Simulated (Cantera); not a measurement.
A closed system holds: 1 mol CaCO3, 0.23 mol C, 0.042 mol H2, at 2.70 mbar.

Cantera equilibrium calculation (NASA polynomials, part measured and part estimated; ideal gas, pure solids and liquids). Candidate condensed phases: C, C6H6, C7H8, C8H18, Ca, CaCO3, CaO, Ca(OH)2, H2O; 115 gas species. Equilibrium is a limit: real reactors are often held back by kinetics, nucleation or transport.

### Question
At 1973 K, list the 5 most abundant gas species with their mole fractions, and the condensed phases.

### Answer
CO2 0.573, CO 0.391, H2O 0.0274, H2 0.00417, H 0.00168. Condensed: CaO(s).
